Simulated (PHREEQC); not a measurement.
Make-up at 94 °C: 190 mmol/kgw HF, 27 mmol/kgw KF and 0.37 mmol/kgw HCl. Closed to the air; pH follows from the charge balance.

Equilibrium calculation in PHREEQC: ion-association model, wateq4f.dat.

| quantity | before | after |
|---|---|---|
| pH | 2.70 | 2.94 |
| ionic strength (mol/kgw) | 0.0293 | 0.00665 |
| HF (mol/kgw) | 0.167 | 0.0356 |
| F- (mol/kgw) | 0.0172 | 0.00575 |
| HF2- (mol/kgw) | 0.0118 | 0.000831 |
| H2F2 (mol/kgw) | 0.00458 | 0.000207 |

Question: Which change was made?
A) 0.055 mol/kgw H2SO4 added
B) HCl replaced by LiCl at the same molality
C) diluted 5-fold with water
D) KF left out

Answer: C, diluted 5-fold with water

No solid was allowed to form. At this temperature some constants are extrapolated from 25 °C, and those without enthalpy data are left unchanged.
